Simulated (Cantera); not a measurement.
A closed system holds: 1 mol Al, 15 mol CO, 230 mol N2, 0.12 mol H2O, held at 650 °C and 310 Pa.

Equilibrium computed with Cantera from the NASA thermochemical tables; the gas is ideal and each condensed phase is pure. Candidate condensed phases: Al, AlN, Al2O3, C, C6H6, C7H8, C8H18, H2O; 148 gas species. Kinetics and transport are ignored.

Base state: N2 0.944, CO 0.0558, H2 0.000492, CO2 3.04e-5 (mole fractions); condensed: Al2O3(s) + C(graphite).

What changes in the equilibrium state with this change: pressure from 310 Pa to 11000 Pa?


```json
[
 {"species": "N2", "before": "0.944", "after": "0.945"},
 {"species": "CO", "before": "0.0558", "after": "0.0539"},
 {"species": "CO2", "before": "3.04e-5", "after": "0.00101"},
 {"species": "H2", "before": "0.000492", "after": "0.000488"},
 {"species": "Al2O3(s), mol", "before": "0.500", "after": "0.500"},
 {"species": "C(graphite), mol", "before": "1.39", "after": "1.63"}
]
```
